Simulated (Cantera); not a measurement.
A Cantera script and its output.

```python
import numpy as np
import cantera as ct

gas = ct.Solution("gri30.yaml")
gas.TPX = 1200, 230, {'H2': 0.045, 'O2': 1}
reactor = ct.IdealGasConstPressureReactor(gas, energy="off", clone=False)
net = ct.ReactorNet([reactor])
net.rtol, net.atol = 1e-08, 1e-18
show = ['H2', 'O2', 'OH', 'H2O', 'H2O2', 'H', 'HO2']
times = np.geomspace(5e-06, 5, 9)

steps = ct.SolutionArray(gas, extra=["t"])
rows = []
print(f"{'t/s':>10s}{'T/K':>9s}{'P/Pa':>11s}" + "".join(f"{s:>11s}" for s in show))
for t in times:
    while net.time < t:
        t_next = net.step()
        steps.append(gas.state, t=t_next)
    rows.append([np.interp(t, steps.t, y) for y in (steps.T, steps.P, *steps(*show).X.T)])
    print(f"{t:10.3e}{rows[-1][0]:9.1f}{rows[-1][1]:11.4g}" + "".join(f"{x:11.3e}" for x in rows[-1][2:]))
rate = np.gradient(steps.T, steps.t)
print("integrator steps:", len(steps.t))
if steps.T.max() > steps.T[0] + 200:
    print(f"time of steepest temperature rise: {steps.t[rate.argmax()]:.4e} s")
gas.TPX = 1200, 230, {'H2': 0.045, 'O2': 1}
gas.equilibrate("TP")
print(f"equilibrium (TP): T = {gas.T:.1f} K  " + "  ".join(f"{s} {gas[s].X[0]:.3e}" for s in show))
```

Result:

```
       t/s      T/K       P/Pa         H2         O2         OH        H2O       H2O2          H        HO2
 5.000e-06   1200.0        230  4.306e-02  9.569e-01  3.251e-13  1.291e-15  4.982e-17  3.232e-11  3.265e-11
 2.812e-05   1200.0        230  4.306e-02  9.569e-01  9.719e-12  2.099e-13  1.554e-15  1.740e-10  1.836e-10
 1.581e-04   1200.0        230  4.306e-02  9.569e-01  2.478e-10  3.159e-11  4.907e-14  8.012e-10  1.032e-09
 8.891e-04   1200.0        230  4.306e-02  9.569e-01  4.207e-09  3.250e-09  1.547e-12  3.608e-09  5.806e-09
 5.000e-03   1200.0        230  4.306e-02  9.569e-01  5.714e-07  1.186e-06  4.833e-11  3.571e-07  3.310e-08
 2.812e-02   1200.0        230  7.564e-04  9.218e-01  3.204e-03  3.737e-02  1.435e-08  6.683e-03  5.522e-07
 1.581e-01   1200.0        230  5.972e-04  9.244e-01  2.906e-03  3.830e-02  1.291e-08  5.616e-03  5.283e-07
 8.891e-01   1200.0        230  3.912e-04  9.362e-01  2.366e-03  4.050e-02  1.335e-08  2.835e-03  4.710e-07
 5.000e+00   1200.0        230  7.380e-05  9.523e-01  1.036e-03  4.322e-02  1.071e-08  2.198e-04  2.394e-07
integrator steps: 801
equilibrium (TP): T = 1200.0 K  H2 1.200e-08  O2 9.560e-01  OH 1.329e-05  H2O 4.400e-02  H2O2 4.943e-11  H 4.538e-10  HO2 6.071e-09
```

Model: GRI-Mech 3.0 (53 species, 325 reactions), integrated in Cantera. Radical loss at walls, strong at low pressure, is not modelled. The temperature is held fixed by assumption; the heat of reaction is taken as removed at once.
